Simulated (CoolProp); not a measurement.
A single-stage vapour-compression cycle with cyclopentane: evaporating at 317.15 K (dew point), condensing at 337.15 K (bubble point), superheat 5 K, subcooling 5 K, compressor efficiency 0.7, no pressure losses. Each further row changes one setting.

The numbers come from the reference Helmholtz-energy equation of state, Gedanitz 2015 in CoolProp.

```tsv
case	cooling COP	pressure ratio	discharge temperature (K)	refrigerating effect (kJ/kg)	volumetric capacity (kJ/m³)
as stated	10.8	1.89	348.8	371	849
evaporating temperature 322.15 K	14.8	(withheld)	(withheld)	(withheld)	1010
condensing temperature 332.15 K	14.5	(withheld)	342.6	380	872
subcooling 10 K	11.0	1.89	348.8	380	872
superheat 15 K	10.8	1.89	(withheld)	(withheld)	852
compressor efficiency 0.6	9.22	1.89	352.7	371	849
```

What belongs in the gaps?


- evaporating temperature 322.15 K, pressure ratio: 1.60
- evaporating temperature 322.15 K, discharge temperature (K): 346.9
- evaporating temperature 322.15 K, refrigerating effect (kJ/kg): 377
- condensing temperature 332.15 K, pressure ratio: 1.63
- superheat 15 K, discharge temperature (K): 358.6
- superheat 15 K, refrigerating effect (kJ/kg): 384
